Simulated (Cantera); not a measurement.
## Gas-phase reforming

An isothermal, constant-pressure homogeneous reactor starts with CH4 : CO2 = 1 : 2.9 (molar parts), at 1250 K and 180000 Pa.

Detailed kinetics in Cantera: GRI-Mech 3.0 (53 species, 325 reactions).

```
t (s)     x CH4  x CO2      x CO   x CH2CO     x H2O    x O2
--------  -----  -----  --------  --------  --------  ------
0.000300  0.256  0.744   1.78e-9    <1e-12   1.77e-9  <1e-12
0.00103   0.256  0.744   6.14e-9    <1e-12   6.12e-9  <1e-12
0.00354   0.256  0.744   2.20e-8    <1e-12   2.15e-8  <1e-12
0.0122    0.256  0.744   7.99e-8    <1e-12   7.63e-8  <1e-12
0.0418    0.256  0.744   2.91e-7    <1e-12   2.74e-7  <1e-12
0.144     0.256  0.744   1.17e-6    <1e-12   1.08e-6  <1e-12
0.493     0.256  0.744   6.61e-6  1.37e-11   5.99e-6  <1e-12
1.69      0.255  0.743   6.34e-5  3.44e-10   5.95e-5  <1e-12
5.82      0.251  0.740  0.000744   9.78e-9  0.000727  <1e-12
20.0      0.237  0.726   0.00733   1.62e-7   0.00727  <1e-12
```
x: mole fraction; the columns are a selection and need not sum to one.

Equilibrium at this temperature and pressure: CH4 1.67e-5, CO2 0.191, CO 0.470, CH2CO 6.45e-11, H2O 0.131, O2 <1e-12 (gas phase only).
